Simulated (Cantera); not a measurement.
Ammonia decomposition in nitride growth gas

An isothermal, constant-pressure homogeneous reactor starts with NH₃ : H₂ = 0.14 : 0.46 (molar parts), at 2350 K and 9.75 Torr.

Model: the gas-phase N/H chemistry of the illustrative SiF4/NH3 mechanism in the Surface Chemkin manual (1991), integrated in Cantera. Walls and surfaces, which speed up NH3 decomposition in real reactors, are not modelled.

```csv
t (s),x NH₃,x H₂,x N₂H₂,x H,x NH,x NH₂
3.00e-6,0.233,0.767,<1e-12,2.62e-6,1.47e-11,2.47e-6
1.44e-5,0.233,0.767,1.55e-11,1.24e-5,1.20e-9,1.19e-5
6.89e-5,0.233,0.767,7.74e-10,5.91e-5,6.44e-8,5.75e-5
0.000330,0.233,0.766,3.13e-8,0.000281,1.90e-6,0.000274
0.00158,0.232,0.766,1.51e-6,0.00126,3.86e-5,0.00122
0.00758,0.218,0.773,6.31e-6,0.00226,0.000111,0.00203
0.0363,0.158,0.808,4.33e-6,0.00261,0.000100,0.00163
0.174,0.0388,0.878,9.01e-7,0.00444,6.34e-5,0.000627
0.835,1.30e-5,0.867,4.29e-11,0.0407,1.89e-6,1.95e-6
4.00,6.25e-8,0.812,<1e-12,0.0982,6.05e-8,2.42e-8
```
x: mole fraction; the columns are a selection and need not sum to one.

Equilibrium at this temperature and pressure: NH₃ 3.51e-8, H₂ 0.811, N₂H₂ <1e-12, H 0.0992, NH 3.47e-8, NH₂ 1.37e-8 (gas phase only).
